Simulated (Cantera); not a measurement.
Source: NASA polynomial tables (part measured, part estimated), evaluated in Cantera. Values are per mole of reaction as written; species without (g) are pure solids or liquids, kept so even where they would boil at 1 bar.

**Question.** Between 523 and 923 K, where is each reaction favourable under standard conditions?
- H2(g) + 2 O2(g) + 2 B ⇌ 2 HBO2(g)

**Answer.** 
- H2(g) + 2 O2(g) + 2 B ⇌ 2 HBO2(g): ΔG° is -1081 kJ at 523 K and -1043 kJ at 923 K; it stays negative (K > 1). ΔH° is -1135 kJ and ΔS° -99 J/K at 923 K.
